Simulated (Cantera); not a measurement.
Source: NASA polynomial tables (part measured, part estimated), evaluated in Cantera. Values are per mole of reaction as written; species without (g) are pure solids or liquids, kept so even where they would boil at 1 bar.

4 Cl(g) + 2 SrO + N(g) = 2 SrCl2 + NO2(g), with ΔH° = -1397.3 kJ and ΔS° = -455.4 J/K at 300 K.

Q: How far is the shortcut ΔG° ≈ ΔH°(300 K) − T·ΔS°(300 K) from the full temperature-dependent value at 2300, 2350, 2400, 2450, 2500, 2550 K?

A: 
```csv
T (K),shortcut (kJ),full (kJ),difference (kJ),difference in log10 K,condensed phases
2300,-350.0,-427.2,77.3,-1.76,"SrO(s), SrCl2(l)"
2350,-327.2,-408.4,81.2,-1.80,"SrO(s), SrCl2(l)"
2400,-304.4,-389.6,85.1,-1.85,"SrO(s), SrCl2(l)"
2450,-281.7,-370.8,89.1,-1.90,"SrO(s), SrCl2(l)"
2500,-258.9,-352.0,93.1,-1.95,"SrO(s), SrCl2(l)"
2550,-236.1,-333.3,97.2,-1.99,"SrO(s), SrCl2(l)"
```
The shortcut ignores heat capacities and the phase changes listed.
